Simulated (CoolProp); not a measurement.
c-C4F8 (RC318) at 292.67 K and 0.0222 MPa is compressed adiabatically to 0.118 MPa with isentropic efficiency 0.75. Each further row changes one setting.

Values from CoolProp's reference Helmholtz-energy equation of state, Platzer 1990. This equation is an older, rougher fit.

```
case             work (kJ/kg)  final temperature (K)  final density (kg/m³)
---------------  ------------  ---------------------  ---------------------
as stated          (withheld)                  328.6             (withheld)
efficiency 1       (withheld)                  320.2             (withheld)
efficiency 0.65    (withheld)             (withheld)             (withheld)
```

### Question
Fill in the missing entries.

### Answer

- as stated, work (kJ/kg): 27.9
- as stated, final density (kg/m³): 8.86
- efficiency 1, work (kJ/kg): 20.9
- efficiency 1, final density (kg/m³): 9.12
- efficiency 0.65, work (kJ/kg): 32.2
- efficiency 0.65, final temperature (K): 333.7
- efficiency 0.65, final density (kg/m³): 8.71
